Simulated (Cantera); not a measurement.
Feed: 1 mol CH₃Cl, at 2800 °C and 52.0 Pa.

Method: chemical equilibrium by Gibbs-energy minimisation in Cantera with the NASA 1993 tables (ideal gas, pure condensed phases). Candidate condensed phases: C, C₆H₆, C₇H₈, C₈H₁₈; 91 gas species. The numbers say what is thermodynamically allowed, not how fast it happens.

Q: What is the equilibrium state?

A: 
| Item | Value |
|---|---|
| x(H) | 0.652 |
| x(Cl) | 0.219 |
| x(C) | 0.0621 |
| x(C₃) | 0.0433 |
| x(C₂) | 0.0138 |
| x(H₂) | 0.00572 |
| x(HCl) | 0.00284 |
| x(C₂H) | 0.000991 |
| x(C₅) | 0.000103 |
| gas amount | 4.498 mol |
| log10 activity of C(graphite) (absent) | -0.49 |
